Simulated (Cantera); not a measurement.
An isothermal, constant-pressure homogeneous reactor starts with 45.5 % NO, 54.5 % N2, at 2000 K and 1.00 bar.

Cantera simulation using GRI-Mech 3.0 (53 species, 325 reactions); the numbers are that mechanism's predictions, not measurements.

Predict: x(NO) at 2.00 s; x(N2O) at 2.00 s; x(O) at 2.00 s; x(O2) at 2.00 s; x(NO2) at 2.00 s; x(N2) at 2.00 s.


* **x(NO) at 2.00 s**: 0.0593 (gas-phase equilibrium 0.00783)
* **x(N2O) at 2.00 s**: 1.89e-6 (gas-phase equilibrium 4.35e-7)
* **x(O) at 2.00 s**: 0.000300 (gas-phase equilibrium 0.000318)
* **x(O2) at 2.00 s**: 0.197 (gas-phase equilibrium 0.223)
* **x(NO2) at 2.00 s**: 9.91e-5 (gas-phase equilibrium 1.39e-5)
* **x(N2) at 2.00 s**: 0.743 (gas-phase equilibrium 0.769)
